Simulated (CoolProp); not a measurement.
Computed with CoolProp (reference Helmholtz-energy equation of state, McLinden 2015).

Problem. For the fluoroketone C6F12O (FK-5-1-12), give the phase and the density (kg/m³), cv (kJ/(kg K)), isothermal compressibility (1/MPa), fugacity coefficient at 466.3 K and 2.62 MPa.

Solution. 
- 466.3 K and 2.62 MPa: supercritical; density 526, cv 1.08, isothermal compressibility 1.14, fugacity coefficient 0.624
